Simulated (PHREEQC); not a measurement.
**Leach liquor: an equilibrium model**

A solution holds 0.01 mol H2SO4, 0.031 mol CuSO4 and 0.039 mol Na2SO4 per kg of water, at 5 °C. Closed to the air; pH follows from the charge balance.

Equilibrium calculation in PHREEQC: ion-association model, phreeqc.dat.

Each row changes one thing in this solution. Precipitation was switched off in this run.

| case | pH | ionic strength (mol/kgw) | Na+ (mol/kgw) | SO4-2 (mol/kgw) | Cu+2 (mol/kgw) | CuSO4 (mol/kgw) |
|---|---|---|---|---|---|---|
| as made | 2.11 | 0.181 | 0.0730 | 0.0498 | 0.0162 | 0.0148 |
| CuSO4 from 0.031 to 0.31 mol/kgw | 2.31 | 0.676 | 0.0678 | 0.170 | ? | 0.166 |
| Na2SO4 from 0.039 to 0.0585 mol/kgw | 2.16 | 0.227 | 0.108 | ? | 0.0155 | 0.0155 |
| CuSO4 from 0.031 to 0.0155 mol/kgw | 2.09 | 0.151 | 0.0734 | 0.0427 | 0.00822 | 0.00728 |

Task: What belongs in the gaps?

Result: 
- CuSO4 from 0.031 to 0.31 mol/kgw, Cu+2 (mol/kgw): 0.144
- Na2SO4 from 0.039 to 0.0585 mol/kgw, SO4-2 (mol/kgw): 0.0640

Species that the database lacks are ignored. Away from 25 °C the constants follow the database's enthalpies or fits; those with neither stay at their 25 °C values.
